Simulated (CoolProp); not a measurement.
Vapour-liquid equilibrium of cyclopropane (1) + R134a (2) at 315.9 K; x and y are mole fractions of (1).

Computed with CoolProp (multi-fluid Helmholtz-energy mixture model, Polt 1992 and Tillner-Roth 1994; pair parameters Bell 2016). This equation is an older, rougher fit; its heat capacities, sound speeds and derivatives of the liquid may be far off and weren't checked against measurements.

```json
[
 {"x": "0.05", "bubble pressure, mixture model (MPa)": "1.175", "bubble pressure, Raoult's law (MPa)": "1.096", "y, mixture model": "0.098", "y, Raoult's law": "0.052"},
 {"x": "0.2", "bubble pressure, mixture model (MPa)": "1.350", "bubble pressure, Raoult's law (MPa)": "1.102", "y, mixture model": "0.298", "y, Raoult's law": "0.206"},
 {"x": "0.35", "bubble pressure, mixture model (MPa)": "1.444", "bubble pressure, Raoult's law (MPa)": "1.109", "y, mixture model": "0.424", "y, Raoult's law": "0.359"},
 {"x": "0.5", "bubble pressure, mixture model (MPa)": "1.479", "bubble pressure, Raoult's law (MPa)": "1.115", "y, mixture model": "0.517", "y, Raoult's law": "0.510"},
 {"x": "0.65", "bubble pressure, mixture model (MPa)": "1.468", "bubble pressure, Raoult's law (MPa)": "1.122", "y, mixture model": "0.602", "y, Raoult's law": "0.659"},
 {"x": "0.8", "bubble pressure, mixture model (MPa)": "1.402", "bubble pressure, Raoult's law (MPa)": "1.129", "y, mixture model": "0.708", "y, Raoult's law": "0.806"},
 {"x": "0.95", "bubble pressure, mixture model (MPa)": "1.233", "bubble pressure, Raoult's law (MPa)": "1.135", "y, mixture model": "0.894", "y, Raoult's law": "0.952"}
]
```

The largest gap from Raoult's law is +32.6 % in bubble pressure, at x = 0.5. y crosses x between x = 0.5 and 0.65: the model has an azeotrope there.

Pair parameters are fitted to limited data, so mixtures are less certain than the pure fluids.
